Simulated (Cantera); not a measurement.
**Ignition delay**

Mixture: CH4 : H2 : O2 : N2 = 1 : 0.61 : 3.25 : 12 (molar parts), equivalence ratio 0.71, at 3.85 atm, adiabatic and at constant pressure. Ignition delay is the time to a rise of 400 K.

Cantera simulation using GRI-Mech 3.0 (53 species, 325 reactions); the numbers are that mechanism's predictions, not measurements. Below about 1000 K GRI-Mech 3.0 lacks low-temperature oxidation paths. Below about 950 K walls govern HO2 and H2O2 in real vessels.

| T0 (K) | delay (ms) |
|---|---|
| 923 | 168 |
| 1023 | 8.68 |
| 1123 | 1.20 |
| 1223 | 0.426 |
| 1323 | 0.193 |
| 1423 | 0.0965 |
| 1523 | 0.0518 |
| 1623 | 0.0298 |

```json
{
  "apparent activation energy between 1423 and 1623 K": "110 kJ/mol"
}
```
